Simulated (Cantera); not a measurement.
Hydrocarbon pyrolysis for carbon deposition

A perfectly stirred reactor is fed with 41.7 % CH4, 58.3 % H2, at 0.000336 atm; it is held at 1675 K, and followed from long to short residence time.

Computed with Cantera and GRI-Mech 3.0 (53 species, 325 reactions). GRI-Mech 3.0 stops at C3 and has no aromatics, soot or wall deposition, so with more carbon than oxygen in the feed, carbon stays in small species such as C2H2 where larger ones or solid carbon would form. Radical loss at walls, strong at low pressure, is not modelled.

| τ (s) | x CH4 | x H2 | x C2H2 | x C2H4 | x CH3 |
|---|---|---|---|---|---|
| 22 | 0.0905 | 0.792 | 0.113 | 0.000877 | 0.00223 |
| 7.2 | 0.156 | 0.749 | 0.0883 | 0.00232 | 0.00343 |
| 2.4 | 0.249 | 0.688 | 0.0530 | 0.00482 | 0.00466 |
| 0.77 | 0.368 | 0.611 | 0.0112 | 0.00486 | 0.00417 |
| 0.25 | 0.414 | 0.584 | 0.000123 | 0.000370 | 0.00124 |
| 0.083 | 0.416 | 0.583 | 1.19e-6 | 1.52e-5 | 0.000393 |
| 0.027 | 0.417 | 0.583 | 1.18e-8 | 5.36e-7 | 0.000127 |
| 0.0090 | 0.417 | 0.583 | 1.32e-10 | 1.88e-8 | 4.20e-5 |
| 0.0030 | 0.417 | 0.583 | 1.33e-12 | 5.79e-10 | 1.37e-5 |
| 0.00097 | 0.417 | 0.583 | <1e-12 | 1.23e-11 | 4.19e-6 |
| 0.00032 | 0.417 | 0.583 | <1e-12 | <1e-12 | 1.23e-6 |
x: mole fraction; the columns are a selection and need not sum to one.
